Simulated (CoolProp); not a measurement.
Saturation properties of carbon dioxide.

Values from CoolProp's reference Helmholtz-energy equation of state, Span 1996.

```tsv
T (°C)	p (MPa)	vapour viscosity (µPa s)	liquid conductivity (mW/(m K))
-40.15	0.9990	11.7	157
-36.25	1.150	11.9	152
-32.45	1.314	12.2	148
-28.65	1.494	12.4	143
-24.85	1.691	12.6	139
-21.05	1.907	12.9	134
-17.25	2.142	13.1	130
-13.45	2.398	13.4	125
-9.55	2.683	13.7	120
```

Viscosity comes from a separate model (Laesecke 2017). Thermal conductivity comes from a separate model (Huber 2016).
